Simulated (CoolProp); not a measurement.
Values from CoolProp's reference Helmholtz-energy equation of state, Penoncello 2003.

Task: Give the vapour pressure (MPa), vapour density (kg/m³), surface tension (mN/m), vapour viscosity (µPa s) of saturated CHF3 (R23) at 222 K.

Result: 
```csv
T (K),p (MPa),vapour density (kg/m³),surface tension (mN/m),vapour viscosity (µPa s)
222,0.457,19.5,11.1,11.2
```

Viscosity comes from a separate model (Shan 2000). Surface tension comes from a separate correlation (Mulero 2012).
